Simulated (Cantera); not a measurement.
A closed system holds: 1 mol CH₃SiH₃, 0.034 mol CH₄, 65 mol H₂, at 1200 °C and 2.40 mbar.

Cantera equilibrium calculation (NASA polynomials, part measured and part estimated; ideal gas, pure solids and liquids). Candidate condensed phases: C, C₆H₆, C₇H₈, C₈H₁₈, Si, SiC; 87 gas species. The feed counts by its element totals alone. The numbers say what is thermodynamically allowed, not how fast it happens.

Base state: H₂ 1.000, H 0.000258 (mole fractions); condensed: C(graphite) + SiC(s).

Task: What changes in the equilibrium state with this change: pressure from 2.40 mbar to 0.220 bar?

Result: 
```json
[
 {"species": "H₂", "before": "1.000", "after": "0.999"},
 {"species": "CH₄", "before": "7.04e-6", "after": "0.000491"},
 {"species": "H", "before": "0.000258", "after": "2.70e-5"},
 {"species": "C(graphite), mol", "before": "0.0326", "after": "0"},
 {"species": "SiC(s), mol", "before": "1.000", "after": "1.000"}
]
```
